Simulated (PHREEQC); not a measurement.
# Reverse-osmosis permeate: an equilibrium model

Model water analysis in mg/L, 5 °C, pH 5.64, pe 9.8: Na 6.7; K 0.0183; Ca 8.3; Mg 1.48; Cl 14.2; S(6) as SO4 3.47; Alkalinity as HCO3 21.9; Cd 0.774; B 0.00859; Li 0.000938; Cu(2) 0.0359; Ba 0.192; Pb 0.0585.

Valence states are taken as typed.

All values are PHREEQC results (ion-association model, wateq4f.dat), not measurements.

Precipitation was switched off in this run.

### Question
Predict the charge-balance error.

### Answer
charge-balance error 0.9 %.

### Question
In which forms is S present?

### Answer
SO4-2 97 %, CaSO4 2.4 %, MgSO4 0.6 % of the S.

Complexes and solids missing from the database can't appear. At this temperature some constants are extrapolated from 25 °C, and those without enthalpy data are left unchanged.
